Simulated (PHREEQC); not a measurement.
Synthetic water in mmol/kgw, 67 °C, pH 2.04: Na 45.8; K 4.33; Ca 0.43; Mg 24; Cl 8.44; S(6) 54.5; Br 1.07; Mn(2) 0.241.

Valence states are taken as typed.

Equilibrium calculation in PHREEQC: Pitzer model, pitzer.dat.

```
quantity                     before     after
-------------------------  --------  --------
ionic strength (mol/kgw)      0.157     0.163
SO4-2 (mol/kgw)              0.0295    0.0338
HSO4- (mol/kgw)              0.0250    0.0207
MgOH+ (mol/kgw)            3.40e-11  1.50e-11
SI of Gypsum (CaSO4:2H2O)     -1.53     -1.52
SI of Halite (NaCl)           -5.30     -5.30
```

Question: Name the change that produced these shifts.
A. all concentrations times 4 at the same typed pH
B. Mn(2) from 0.241 to 0.482 mmol/kgw
C. temperature from 67 to 55 °C at the same typed pH

Answer: C, temperature from 67 to 55 °C at the same typed pH

No solid was allowed to form. At this temperature some constants are extrapolated from 25 °C, and those without enthalpy data are left unchanged.
